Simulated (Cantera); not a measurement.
Charge: 1 mol CaCl₂, 12 mol N₂, held at 0.000230 bar.

Method: chemical equilibrium by Gibbs-energy minimisation in Cantera with the NASA 1993 tables (ideal gas, pure condensed phases). Candidate condensed phases: Ca, CaCl₂; 8 gas species. Kinetics and transport are ignored.

x: gas mole fraction; n: condensed amount in mol.

| T (K) | x N₂ | x CaCl₂ | x Cl | x CaCl | x Ca | n CaCl₂(l) |
|---|---|---|---|---|---|---|
| 1148 | 0.991 | 0.00864 | 4.96e-8 | 4.95e-8 | 3.77e-11 | 0.895 |
| 1198 | 0.971 | 0.0290 | 2.63e-7 | 2.63e-7 | 2.26e-10 | 0.641 |
| 1248 | 0.923 | 0.0769 | [?] | [?] | [?] | 0 |
| 1298 | 0.923 | 0.0769 | 2.82e-6 | 2.81e-6 | 5.34e-9 | 0 |
| 1348 | 0.923 | 0.0769 | 6.51e-6 | 6.46e-6 | 2.18e-8 | 0 |
| 1398 | 0.923 | 0.0769 | [?] | [?] | [?] | 0 |
| 1448 | 0.923 | 0.0769 | 2.93e-5 | 2.87e-5 | 2.69e-7 | 0 |
| 1498 | 0.923 | 0.0769 | 5.77e-5 | 5.60e-5 | 8.30e-7 | 0 |
| 1548 | 0.923 | 0.0768 | 0.000109 | 0.000104 | 2.37e-6 | 0 |

Some entries are withheld; supply them.


- 1248, x Cl: 1.14e-6
- 1248, x CaCl: 1.14e-6
- 1248, x Ca: 1.17e-9
- 1398, x Cl: 1.42e-5
- 1398, x CaCl: 1.40e-5
- 1398, x Ca: 8.01e-8
